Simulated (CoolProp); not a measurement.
Sulfur dioxide along the isotherm -36.85 °C: density (kg/m³) from the reference equation and from simpler models built on Tc = 157.5 °C, pc = 7.887 MPa, ω = 0.256; each cubic takes its own stable root.

The numbers come from the reference Helmholtz-energy equation of state, Gao 2016 in CoolProp.

```
p (MPa)   phase  reference  van der Waals  Redlich-Kwong  Soave-Redlich-Kwong
-------  ------  ---------  -------------  -------------  -------------------
0.0374   liquid       1531     (withheld)          1.230                 1364
0.0768   liquid       1531          2.534           1330                 1364
0.158    liquid       1531     (withheld)           1330                 1364
0.324    liquid       1531          11.13           1331                 1365
0.665    liquid       1531          899.7           1331                 1365
1.37     liquid       1532     (withheld)     (withheld)                 1366
2.81     liquid       1534          904.4     (withheld)                 1367
5.76     liquid       1538          910.4           1339           (withheld)
11.8     liquid       1545          921.2           1347           (withheld)
```

Some entries are withheld; supply them.


- 0.0374, van der Waals: 1.226
- 0.158, van der Waals: 5.279
- 1.37, van der Waals: 901.3
- 1.37, Redlich-Kwong: 1332
- 2.81, Redlich-Kwong: 1334
- 5.76, Soave-Redlich-Kwong: 1371
- 11.8, Soave-Redlich-Kwong: 1377

At some of these states van der Waals, Redlich-Kwong gives the other phase, because its saturation line lies elsewhere.
